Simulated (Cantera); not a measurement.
# Fe₂O₃ + SO₃ + H₂O (roasting and sulfation)

Feed: 1 mol Fe₂O₃, 0.84 mol SO₃, 2.7 mol H₂O, equilibrated at 0.450 bar.

Method: chemical equilibrium by Gibbs-energy minimisation in Cantera with the NASA 1993 tables (ideal gas, pure condensed phases). Candidate condensed phases: Fe, FeO, Fe(OH)₂, Fe(OH)₃, FeS, FeSO₄, FeS₂, Fe₂O₃, Fe₂(SO₄)₃, Fe₃O₄, H₂O, H₂SO₄, S; 22 gas species. Rates play no part.

From 625 K to 825 K the condensed part is Fe₂O₃(s) + Fe₂(SO₄)₃(s). From 1025 K to 1425 K the condensed part is Fe₂O₃(s). From 1625 K to 1825 K the condensed part is Fe₃O₄(s).

| T (K) | log p H₂O | log p SO₂ | log p O₂ | log p SO₃ | log p OH | log p H₂ | log p H₂SO₄ | log p O | n Fe₂O₃(s) | n Fe₂(SO₄)₃(s) | n Fe₃O₄(s) |
|---|---|---|---|---|---|---|---|---|---|---|---|
| 625 | -0.35 | -6.37 | -6.67 | -6.36 | <-12 | <-12 | -6.17 | <-12 | 0.720 | 0.280 | 0 |
| 825 | -0.35 | -2.50 | -2.80 | -2.56 | -8.95 | -11.75 | -4.27 | <-12 | 0.732 | 0.268 | 0 |
| 1025 | -0.50 | -1.11 | -1.41 | -1.69 | -6.67 | -9.54 | -4.67 | -10.19 | 1.00 | 0 | 0 |
| 1225 | -0.51 | -1.04 | -1.34 | -2.38 | -5.30 | -7.52 | -6.11 | -8.05 | 1.00 | 0 | 0 |
| 1425 | -0.51 | -1.02 | -1.33 | -2.94 | -4.32 | -6.03 | -7.17 | -6.52 | 1.00 | 0 | 0 |
| 1625 | -0.53 | -1.04 | -1.20 | -3.32 | -3.57 | -4.99 | -7.94 | -5.31 | 0 | 0 | 0.667 |
| 1825 | -0.53 | -1.04 | -1.20 | -3.65 | -2.99 | -4.10 | -8.55 | -4.41 | 0 | 0 | 0.667 |
log p: log10 of the partial pressure in bar; n: condensed amount in mol.
